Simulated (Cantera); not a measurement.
A perfectly stirred reactor is fed with 6.55 % H2, 92.3 % O2, 1.20 % H2O, at 0.00691 atm; it is held at 1198 K, and followed from long to short residence time.

Detailed kinetics in Cantera: GRI-Mech 3.0 (53 species, 325 reactions). Radical loss at walls, strong at low pressure, is not modelled. The temperature is held fixed by assumption; the heat of reaction is taken as removed at once.

x: mole fraction; the columns are a selection and need not sum to one.

```tsv
τ (s)	x H2	x O2	x H2O2	x OH	x O
24	5.64e-5	0.919	3.60e-8	0.000720	0.000844
5.7	___	0.917	___	___	___
1.3	0.000347	0.913	6.54e-8	0.00185	0.00551
0.31	0.000791	0.905	7.51e-8	0.00280	0.0125
0.074	___	0.893	7.98e-8	___	___
0.017	0.00345	0.883	9.06e-8	0.00500	0.0311
0.0040	0.00874	0.883	1.25e-7	0.00627	0.0292
```

**Question.** Fill in the missing entries.

**Answer.** 
- 5.7, x H2: 0.000140
- 5.7, x H2O2: 5.07e-8
- 5.7, x OH: 0.00115
- 5.7, x O: 0.00217
- 0.074, x H2: 0.00164
- 0.074, x OH: 0.00391
- 0.074, x O: 0.0233
